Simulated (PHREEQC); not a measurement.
Consider water at 25 °C and 100 atm with 0.0025 mol TMAH and 0.0014 mol K2CO3 per kg of water. Closed to the air; pH follows from the charge balance.

The numbers come from PHREEQC with the ion-association model, phreeqc.dat.

The pH is 11.33 and the ionic strength comes out as 0.00661 mol/kgw. The total alkalinity is 5.30 meq/kg.

| species | molality | activity | log γ |
|---|---|---|---|
| K+ | 0.00280 | 0.00257 | -0.038 |
| OH- | 0.00259 | 0.00237 | -0.038 |
| (CH3)4N+ | 0.00250 | 0.00229 | -0.037 |
| CO3-2 | 0.00131 | 0.000940 | -0.144 |
| HCO3- | 9.01e-5 | 8.29e-5 | -0.036 |

Precipitation was switched off in this run. Under pressure, the constants of complexes without a molar volume in the database are unreliable. (CH3)4N+ isn't in the database: it is added as a free cation with an ion size of 4 Å.
